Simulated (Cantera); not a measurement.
A perfectly stirred reactor is fed with CH4 : O2 : N2 = 1 : 1.82 : 6.84 (molar parts), equivalence ratio 1.1, at 1000000 Pa; it is adiabatic with a 625 K inlet, and is followed from long to short residence time, starting on the burning branch (τ in s: 0.092, 0.043, 0.02, 0.0095, 0.0045, 0.0021, 0.00098, 0.00046, 0.00022, 0.0001, 4.7e-05, 2.2e-05, 1e-05).

Computed with Cantera and GRI-Mech 3.0 (53 species, 325 reactions).

What does this change do: inlet temperature 625 to 550 K?


```json
[
 {"quantity": "blow-out, bracketed by the residence times tried", "before": "burning at 22.0 µs, out at 10.0 µs", "after": "burning at 22.0 µs, out at 10.0 µs"},
 {"quantity": "x(CH4) at τ = 92.0 ms", "before": "1.08e-6", "after": "1.68e-6"},
 {"quantity": "x(O2) at τ = 92.0 ms", "before": "0.000550", "after": "0.000361"},
 {"quantity": "x(H) at τ = 92.0 ms", "before": "0.000677", "after": "0.000545"},
 {"quantity": "x(CO) at τ = 92.0 ms", "before": "0.0276", "after": "0.0269"},
 {"quantity": "x(CH3) at τ = 92.0 ms", "before": "6.63e-7", "after": "9.19e-7"},
 {"quantity": "x(CH4) at τ = 0.980 ms", "before": "4.52e-5", "after": "5.50e-5"},
 {"quantity": "x(O2) at τ = 0.980 ms", "before": "0.00211", "after": "0.00197"},
 {"quantity": "x(H) at τ = 0.980 ms", "before": "0.00125", "after": "0.00115"},
 {"quantity": "x(CO) at τ = 0.980 ms", "before": "0.0295", "after": "0.0289"},
 {"quantity": "x(CH3) at τ = 0.980 ms", "before": "2.97e-5", "after": "3.42e-5"}
]
```

What does this change do: O2 1.82 to 1.1 parts?


```json
[
 {"quantity": "blow-out, bracketed by the residence times tried", "before": "burning at 22.0 µs, out at 10.0 µs", "after": "burning at 4.50 ms, out at 2.10 ms"},
 {"quantity": "x(CH4) at τ = 92.0 ms", "before": "1.08e-6", "after": "0.0143"},
 {"quantity": "x(O2) at τ = 92.0 ms", "before": "0.000550", "after": "0.000787"},
 {"quantity": "x(H) at τ = 92.0 ms", "before": "0.000677", "after": "1.26e-5"},
 {"quantity": "x(CO) at τ = 92.0 ms", "before": "0.0276", "after": "0.0474"},
 {"quantity": "x(CH3) at τ = 92.0 ms", "before": "6.63e-7", "after": "6.75e-5"},
 {"quantity": "x(CH4) at τ = 0.980 ms", "before": "4.52e-5", "after": "0.112"},
 {"quantity": "x(O2) at τ = 0.980 ms", "before": "0.00211", "after": "0.123"},
 {"quantity": "x(H) at τ = 0.980 ms", "before": "0.00125", "after": "<1e-12"},
 {"quantity": "x(CO) at τ = 0.980 ms", "before": "0.0295", "after": "<1e-12"},
 {"quantity": "x(CH3) at τ = 0.980 ms", "before": "2.97e-5", "after": "<1e-12"}
]
```
